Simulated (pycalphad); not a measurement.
Computed with pycalphad from the COST 507 light-alloy database (1999), at 1 atm. The database dates from 1999; later assessments differ in places, in temperatures and in the compounds included. Amounts are mole fractions of atoms.

**Question.** Give the equilibrium state of Si-15.3Al (wt.%) at 402 °C.

**Answer.** DIAMOND_A4, fraction 0.841, with <0.01 Al wt.%; FCC_A1, fraction 0.159, with 99.73 Al wt.%.

**Question.** Give the equilibrium state of Si-15.3Al (wt.%) at 1202 °C.

**Answer.** DIAMOND_A4, fraction 0.547, with 0.01 Al wt.%; LIQUID, fraction 0.453, with 34.0 Al wt.%.

FCC_A1 is fcc; DIAMOND_A4 is diamond (Si).
